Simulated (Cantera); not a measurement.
A closed system holds: 1 mol MgO, 0.16 mol O2, 0.12 mol SO2, equilibrated at 2.90 bar.

Method: chemical equilibrium by Gibbs-energy minimisation in Cantera with the NASA 1993 tables (ideal gas, pure condensed phases). Candidate condensed phases: Mg, MgO, MgS, MgSO4, S; 14 gas species. Mutual solubility and eutectic melting of coexisting phases are not modelled. Equilibrium is a limit: real reactors are often held back by kinetics, nucleation or transport.

x: gas mole fraction; n: condensed amount in mol.

```json
[
 {"T (K)": "900", "x O2": "1.00", "x SO2": "3.73e-9", "x SO3": "4.24e-8", "x O": "?", "x SO": "<1e-12", "n MgO(s)": "0.880", "n MgSO4(s)": "0.120", "n MgSO4(l)": "0"},
 {"T (K)": "950", "x O2": "1.00", "x SO2": "5.29e-8", "x SO3": "3.02e-7", "x O": "?", "x SO": "<1e-12", "n MgO(s)": "0.880", "n MgSO4(s)": "0.120", "n MgSO4(l)": "0"},
 {"T (K)": "1000", "x O2": "1.000", "x SO2": "5.71e-7", "x SO3": "1.76e-6", "x O": "?", "x SO": "<1e-12", "n MgO(s)": "0.880", "n MgSO4(s)": "0.120", "n MgSO4(l)": "0"},
 {"T (K)": "1050", "x O2": "1.000", "x SO2": "4.88e-6", "x SO3": "8.59e-6", "x O": "?", "x SO": "<1e-12", "n MgO(s)": "0.880", "n MgSO4(s)": "0.120", "n MgSO4(l)": "0"},
 {"T (K)": "1100", "x O2": "1.000", "x SO2": "3.40e-5", "x SO3": "3.61e-5", "x O": "?", "x SO": "<1e-12", "n MgO(s)": "0.880", "n MgSO4(s)": "0.120", "n MgSO4(l)": "0"},
 {"T (K)": "1150", "x O2": "1.000", "x SO2": "0.000199", "x SO3": "0.000133", "x O": "?", "x SO": "<1e-12", "n MgO(s)": "0.880", "n MgSO4(s)": "0.120", "n MgSO4(l)": "0"},
 {"T (K)": "1200", "x O2": "0.999", "x SO2": "0.000996", "x SO3": "0.000436", "x O": "?", "x SO": "<1e-12", "n MgO(s)": "0.880", "n MgSO4(s)": "0.120", "n MgSO4(l)": "0"},
 {"T (K)": "1250", "x O2": "0.994", "x SO2": "0.00436", "x SO3": "0.00129", "x O": "?", "x SO": "7.10e-12", "n MgO(s)": "0.881", "n MgSO4(s)": "0.119", "n MgSO4(l)": "0"},
 {"T (K)": "1300", "x O2": "0.979", "x SO2": "0.0170", "x SO3": "0.00350", "x O": "?", "x SO": "8.55e-11", "n MgO(s)": "0.882", "n MgSO4(s)": "0.118", "n MgSO4(l)": "0"},
 {"T (K)": "1350", "x O2": "0.930", "x SO2": "0.0608", "x SO3": "0.00877", "x O": "?", "x SO": "8.82e-10", "n MgO(s)": "0.888", "n MgSO4(s)": "0.112", "n MgSO4(l)": "0"},
 {"T (K)": "1400", "x O2": "0.768", "x SO2": "0.212", "x SO3": "0.0204", "x O": "?", "x SO": "8.84e-9", "n MgO(s)": "0.915", "n MgSO4(s)": "0", "n MgSO4(l)": "0.0849"},
 {"T (K)": "1450", "x O2": "0.566", "x SO2": "0.409", "x SO3": "0.0255", "x O": "?", "x SO": "4.86e-8", "n MgO(s)": "1.00", "n MgSO4(s)": "0", "n MgSO4(l)": "0"}
]
```

### Question
What belongs in the gaps?

### Answer

- 900, x O: 3.16e-12
- 950, x O: 1.87e-11
- 1000, x O: 9.23e-11
- 1050, x O: 3.93e-10
- 1100, x O: 1.47e-9
- 1150, x O: 4.88e-9
- 1200, x O: 1.47e-8
- 1250, x O: 4.05e-8
- 1300, x O: 1.03e-7
- 1350, x O: 2.39e-7
- 1400, x O: 4.87e-7
- 1450, x O: 8.87e-7
